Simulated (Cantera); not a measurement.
A freely propagating, adiabatic, planar premixed flame of C3H8 : O2 : N2 : CO2 = 1 : 7.25 : 27.2 : 3 (molar parts), equivalence ratio 0.69, unburnt at 350 K and 0.592 atm; mixture-averaged transport, grid criteria slope 0.08 and curve 0.16, no radiation.

Model: GRI-Mech 3.0 (53 species, 325 reactions), integrated in Cantera. GRI-Mech 3.0 was tuned for natural gas; its chemistry of propane as a main component is partial and can be far from experiment. Burning velocities carry a grid error of a few per cent, more on coarse grids.

x: mole fraction of selected species; z is measured from the peak of heat release.

```json
[
 {"z (mm)": "-2.76", "T (K)": "350", "u (m/s)": "0.264", "x C3H8": "0.0260", "x O2": "0.188", "x CO2": "0.0780", "x H2O": "3.34e-5", "x O": "<1e-8", "x C2H4": "[?]"},
 {"z (mm)": "-1.84", "T (K)": "352", "u (m/s)": "0.265", "x C3H8": "0.0260", "x O2": "0.188", "x CO2": "0.0780", "x H2O": "0.000339", "x O": "<1e-8", "x C2H4": "[?]"},
 {"z (mm)": "-1.38", "T (K)": "361", "u (m/s)": "0.272", "x C3H8": "0.0259", "x O2": "0.187", "x CO2": "0.0779", "x H2O": "0.00158", "x O": "<1e-8", "x C2H4": "[?]"},
 {"z (mm)": "-0.921", "T (K)": "419", "u (m/s)": "0.318", "x C3H8": "0.0255", "x O2": "0.182", "x CO2": "0.0781", "x H2O": "0.00849", "x O": "<1e-8", "x C2H4": "[?]"},
 {"z (mm)": "-0.461", "T (K)": "733", "u (m/s)": "0.565", "x C3H8": "0.0193", "x O2": "0.152", "x CO2": "0.0824", "x H2O": "0.0378", "x O": "1.72e-7", "x C2H4": "[?]"},
 {"z (mm)": "-0.230", "T (K)": "1050", "u (m/s)": "0.822", "x C3H8": "0.00840", "x O2": "0.120", "x CO2": "0.0906", "x H2O": "0.0630", "x O": "1.26e-5", "x C2H4": "[?]"},
 {"z (mm)": "0", "T (K)": "1364", "u (m/s)": "1.08", "x C3H8": "0.000371", "x O2": "0.0870", "x CO2": "0.105", "x H2O": "0.0857", "x O": "0.000494", "x C2H4": "[?]"},
 {"z (mm)": "0.230", "T (K)": "1489", "u (m/s)": "1.17", "x C3H8": "3.44e-7", "x O2": "0.0712", "x CO2": "0.119", "x H2O": "0.0936", "x O": "0.00224", "x C2H4": "[?]"},
 {"z (mm)": "0.461", "T (K)": "1542", "u (m/s)": "1.21", "x C3H8": "<1e-8", "x O2": "0.0656", "x CO2": "0.129", "x H2O": "0.0952", "x O": "0.00277", "x C2H4": "[?]"},
 {"z (mm)": "0.921", "T (K)": "1608", "u (m/s)": "1.26", "x C3H8": "<1e-8", "x O2": "0.0613", "x CO2": "0.138", "x H2O": "0.0965", "x O": "0.00243", "x C2H4": "<1e-8"},
 {"z (mm)": "1.84", "T (K)": "1674", "u (m/s)": "1.30", "x C3H8": "<1e-8", "x O2": "0.0585", "x CO2": "0.144", "x H2O": "0.0986", "x O": "0.00154", "x C2H4": "<1e-8"},
 {"z (mm)": "3.69", "T (K)": "1722", "u (m/s)": "1.34", "x C3H8": "<1e-8", "x O2": "0.0568", "x CO2": "0.148", "x H2O": "0.101", "x O": "0.000732", "x C2H4": "<1e-8"},
 {"z (mm)": "7.37", "T (K)": "1748", "u (m/s)": "1.35", "x C3H8": "<1e-8", "x O2": "0.0560", "x CO2": "0.151", "x H2O": "0.102", "x O": "0.000289", "x C2H4": "<1e-8"}
]
```

Question: Some entries are withheld; supply them.

Answer: 
- -2.76, x C2H4: 2.85e-7
- -1.84, x C2H4: 5.21e-6
- -1.38, x C2H4: 3.81e-5
- -0.921, x C2H4: 0.000363
- -0.461, x C2H4: 0.00296
- -0.230, x C2H4: 0.00520
- 0, x C2H4: 0.00215
- 0.230, x C2H4: 6.15e-5
- 0.461, x C2H4: 6.45e-7
